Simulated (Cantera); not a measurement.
Standard-state values (1 bar) from the NASA 1993 polynomials, evaluated with Cantera. Values are per mole of reaction as written; species without (g) are pure solids or liquids, kept so even where they would boil at 1 bar.

2 AlCl3(g) = 2 Al(g) + 3 Cl2(g)

| T (K) | ΔH° (kJ) | ΔS° (J/K) | ΔG° (kJ) | log10 K |
|---|---|---|---|---|
| 623 | 1827.0 | 366.1 | 1598.9 | -134.06 |
| 823 | (withheld) | (withheld) | (withheld) | (withheld) |
| 1023 | (withheld) | (withheld) | (withheld) | (withheld) |
| 1223 | 1821.3 | 359.8 | 1381.3 | -58.99 |
| 1423 | (withheld) | (withheld) | (withheld) | (withheld) |
| 1623 | (withheld) | (withheld) | (withheld) | (withheld) |

### Question
What belongs in the gaps?

### Answer

- 823, ΔH° (kJ): 1825.2
- 823, ΔS° (J/K): 363.7
- 823, ΔG° (kJ): 1525.9
- 823, log10 K: -96.85
- 1023, ΔH° (kJ): 1823.3
- 1023, ΔS° (J/K): 361.6
- 1023, ΔG° (kJ): 1453.4
- 1023, log10 K: -74.21
- 1423, ΔH° (kJ): 1819.2
- 1423, ΔS° (J/K): 358.2
- 1423, ΔG° (kJ): 1309.5
- 1423, log10 K: -48.07
- 1623, ΔH° (kJ): 1817.2
- 1623, ΔS° (J/K): 356.9
- 1623, ΔG° (kJ): 1238.0
- 1623, log10 K: -39.84
